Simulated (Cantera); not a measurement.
# Equilibrium for silicon nitride deposition: trisilylamine + N₂

Charge: 1 mol trisilylamine, 5.1 mol N₂, at 1.33 mbar.

Method: chemical equilibrium by Gibbs-energy minimisation in Cantera with the NASA 1993 tables (ideal gas, pure condensed phases). Candidate condensed phases: Si, Si₃N₄; 18 gas species. The feed counts by its element totals alone. The tables' values for SiN are old estimates; treat these amounts as uncertain. Gases not in the tables: Si₂H₆ and higher silanes. Equilibrium is a limit: real reactors are often held back by kinetics, nucleation or transport.

From 700 K to 1600 K the condensed part is Si₃N₄(s). From 1700 K to 2000 K the condensed part is Si(l).

| T (K) | x H₂ | x N₂ | x Si | x H | x SiH | n Si₃N₄(s) | n Si(l) |
|---|---|---|---|---|---|---|---|
| 700 | 0.556 | 0.444 | <1e-12 | <1e-12 | <1e-12 | 1.00 | 0 |
| 800 | 0.556 | 0.444 | <1e-12 | 5.91e-11 | <1e-12 | 1.00 | 0 |
| 900 | 0.556 | 0.444 | <1e-12 | 2.39e-9 | <1e-12 | 1.00 | 0 |
| 1000 | 0.556 | 0.444 | <1e-12 | 4.63e-8 | <1e-12 | 1.00 | 0 |
| 1100 | 0.556 | 0.444 | <1e-12 | 5.28e-7 | <1e-12 | 1.00 | 0 |
| 1200 | 0.556 | 0.444 | 1.38e-12 | 4.03e-6 | <1e-12 | 1.00 | 0 |
| 1300 | 0.556 | 0.444 | 2.89e-10 | 2.26e-5 | 6.53e-11 | 1.00 | 0 |
| 1400 | 0.555 | 0.444 | 2.80e-8 | 9.93e-5 | 3.81e-9 | 1.00 | 0 |
| 1500 | 0.555 | 0.444 | 1.47e-6 | 0.000359 | 1.28e-7 | 1.000 | 0 |
| 1600 | 0.555 | 0.444 | 4.64e-5 | 0.00111 | 2.75e-6 | 1.000 | 0 |
| 1700 | 0.443 | 0.553 | 0.000509 | 0.00269 | 1.91e-5 | 0 | 2.99 |
| 1800 | 0.440 | 0.551 | 0.00238 | 0.00650 | 6.58e-5 | 0 | 2.97 |
| 1900 | 0.431 | 0.545 | 0.00946 | 0.0143 | 0.000197 | 0 | 2.90 |
| 2000 | 0.410 | 0.528 | 0.0327 | 0.0285 | 0.000518 | 0 | 2.63 |
x: gas mole fraction; n: condensed amount in mol.
